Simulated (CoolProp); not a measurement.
Vapour-liquid equilibrium of R114 (1) + n-pentane (2) at 0.227 MPa; x and y are mole fractions of (1).

Model: multi-fluid Helmholtz-energy mixture model, Platzer 1990 and Thol 2019; pair parameters Bell 2016, in CoolProp. This equation is an older, rougher fit; its heat capacities, sound speeds and derivatives of the liquid may be far off and weren't checked against measurements.

```
x     bubble temperature (°C)  y at the bubble point  dew temperature at overall composition x (°C)  liquid density (mol/L)
----  -----------------------  ---------------------  ---------------------------------------------  ----------------------
0.05                     57.1                      …                                              …                   8.128
0.2                      46.4                  0.471                                           56.0                   8.238
0.35                     39.8                  0.634                                           50.9                       …
0.5                      35.4                      …                                              …                   8.338
0.65                     32.1                      …                                              …                   8.371
0.8                      29.6                  0.890                                           32.8                   8.409
0.95                     27.4                  0.969                                              …                   8.458
```

### Question
Complete the blanks.

### Answer

- 0.05, y at the bubble point: 0.165
- 0.05, dew temperature at overall composition x (°C): 60.5
- 0.35, liquid density (mol/L): 8.299
- 0.5, y at the bubble point: 0.738
- 0.5, dew temperature at overall composition x (°C): 45.3
- 0.65, y at the bubble point: 0.817
- 0.65, dew temperature at overall composition x (°C): 39.1
- 0.95, dew temperature at overall composition x (°C): 27.9

No azeotrope shows between x = 0.05 and 0.95.

Pair parameters are fitted to limited data, so mixtures are less certain than the pure fluids.
